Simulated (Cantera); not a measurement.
# Si₃H₈ + H₂ + Cl₂ (silicon epitaxy and polysilicon growth)

A closed system holds: 1 mol Si₃H₈, 120 mol H₂, 0.037 mol Cl₂, at 1200 °C and 10.0 mbar.

Cantera equilibrium calculation (NASA polynomials, part measured and part estimated; ideal gas, pure solids and liquids). Candidate condensed phases: Si; 19 gas species. The feed counts by its element totals alone. Equilibrium is a limit: real reactors are often held back by kinetics, nucleation or transport.

```
Item           Result
----------  ---------
x(H₂)           0.999
x(HCl)       0.000594
x(H)         0.000126
x(SiCl₂)      1.11e-6
x(SiH₂)       1.05e-6
n(Si(s))     3.00 mol
gas amount  124.0 mol
```
